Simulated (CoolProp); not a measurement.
Vapour pressure (bar) of fluorine: the reference equation beside estimates from Tc = 144.4 K, pc = 52.40 bar, ω = 0.045.

Computed with CoolProp (reference Helmholtz-energy equation of state, de Reuck 1990).

```
T (K)  reference  Redlich-Kwong  Peng-Robinson
-----  ---------  -------------  -------------
94.3       2.617          2.475          2.682
98.6         [?]          3.699          3.883
102.9      5.368          5.312          5.447
107.2      7.347          7.377          7.435
111.5      9.809          9.954          9.910
115.8      12.82          13.10            [?]
120.1      16.43          16.87          16.59
124.4      20.73          21.32          20.92
128.7      25.79          26.50          26.02
133        31.68          32.46            [?]
137.3      38.52          39.24          38.82
141.6      46.44          46.90          46.67
```

**Question.** Fill in the missing entries.

**Answer.** 
- 98.6, reference: 3.811
- 115.8, Peng-Robinson: 12.94
- 133, Peng-Robinson: 31.96

Absolute difference from the reference over all 12 rows, mean and median: Redlich-Kwong 2.3 and 2.3 %, Peng-Robinson 1.2 and 1.0 %.
